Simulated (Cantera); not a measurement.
Input: 1 mol SiF4, 8.2 mol O2, 0.57 mol HCl, held at 1.33 mbar.

Cantera equilibrium calculation (NASA polynomials, part measured and part estimated; ideal gas, pure solids and liquids). Candidate condensed phases: H2O, Si, SiO2; 52 gas species. The tables' values for SiF3, SiO2 are old estimates; treat these amounts as uncertain. The tables hold silica as quartz up to 1696 K and as liquid above; real silica turns to tridymite and cristobalite and melts near 1996 K. Rates play no part.

x: gas mole fraction; n: condensed amount in mol.

```json
[
 {"T (K)": "798", "x O2": "0.831", "x SiF4": "0.0938", "x Cl": "3.35e-5", "x HF": "0.0345", "x HCl": "0.0208", "x Cl2": "0.0188", "n SiO2(α-quartz)": "0.0843", "n SiO2(β-quartz)": "(withheld)", "n SiO2(condensed)": "0"},
 {"T (K)": "898", "x O2": "0.830", "x SiF4": "0.0936", "x Cl": "0.000263", "x HF": "0.0352", "x HCl": "0.0218", "x Cl2": "0.0181", "n SiO2(α-quartz)": "0", "n SiO2(β-quartz)": "0.0860", "n SiO2(condensed)": "0"},
 {"T (K)": "998", "x O2": "0.830", "x SiF4": "0.0934", "x Cl": "0.00136", "x HF": "0.0354", "x HCl": "0.0222", "x Cl2": "0.0174", "n SiO2(α-quartz)": "0", "n SiO2(β-quartz)": "0.0866", "n SiO2(condensed)": "0"},
 {"T (K)": "1098", "x O2": "0.828", "x SiF4": "0.0931", "x Cl": "0.00506", "x HF": "0.0359", "x HCl": "0.0220", "x Cl2": "0.0156", "n SiO2(α-quartz)": "0", "n SiO2(β-quartz)": "0.0878", "n SiO2(condensed)": "0"},
 {"T (K)": "1198", "x O2": "0.824", "x SiF4": "0.0923", "x Cl": "0.0138", "x HF": "0.0373", "x HCl": "0.0204", "x Cl2": "0.0119", "n SiO2(α-quartz)": "0", "n SiO2(β-quartz)": "0.0917", "n SiO2(condensed)": "0"},
 {"T (K)": "1298", "x O2": "0.818", "x SiF4": "0.0909", "x Cl": "0.0272", "x HF": "0.0404", "x HCl": "0.0170", "x Cl2": "0.00665", "n SiO2(α-quartz)": "0", "n SiO2(β-quartz)": "(withheld)", "n SiO2(condensed)": "0"},
 {"T (K)": "1398", "x O2": "0.811", "x SiF4": "0.0891", "x Cl": "0.0396", "x HF": "0.0448", "x HCl": "0.0122", "x Cl2": "0.00267", "n SiO2(α-quartz)": "0", "n SiO2(β-quartz)": "(withheld)", "n SiO2(condensed)": "0"},
 {"T (K)": "1498", "x O2": "0.807", "x SiF4": "0.0877", "x Cl": "0.0472", "x HF": "0.0489", "x HCl": "0.00789", "x Cl2": "0.000896", "n SiO2(α-quartz)": "0", "n SiO2(β-quartz)": "0.122", "n SiO2(condensed)": "0"},
 {"T (K)": "1598", "x O2": "0.804", "x SiF4": "0.0868", "x Cl": "0.0513", "x HF": "0.0518", "x HCl": "0.00489", "x Cl2": "0.000298", "n SiO2(α-quartz)": "0", "n SiO2(β-quartz)": "0.130", "n SiO2(condensed)": "0"},
 {"T (K)": "1698", "x O2": "0.802", "x SiF4": "0.0861", "x Cl": "0.0535", "x HF": "0.0535", "x HCl": "0.00305", "x Cl2": "0.000105", "n SiO2(α-quartz)": "0", "n SiO2(β-quartz)": "0", "n SiO2(condensed)": "0.135"},
 {"T (K)": "1798", "x O2": "0.800", "x SiF4": "0.0856", "x Cl": "0.0546", "x HF": "0.0545", "x HCl": "0.00194", "x Cl2": "4.06e-5", "n SiO2(α-quartz)": "0", "n SiO2(β-quartz)": "0", "n SiO2(condensed)": "0.138"},
 {"T (K)": "1898", "x O2": "0.795", "x SiF4": "0.0849", "x Cl": "0.0552", "x HF": "0.0550", "x HCl": "0.00127", "x Cl2": "1.69e-5", "n SiO2(α-quartz)": "0", "n SiO2(β-quartz)": "0", "n SiO2(condensed)": "0.139"}
]
```

Question: Complete the blanks.

Answer: 
- 798, n SiO2(β-quartz): 0
- 1298, n SiO2(β-quartz): 0.1000
- 1398, n SiO2(β-quartz): 0.112
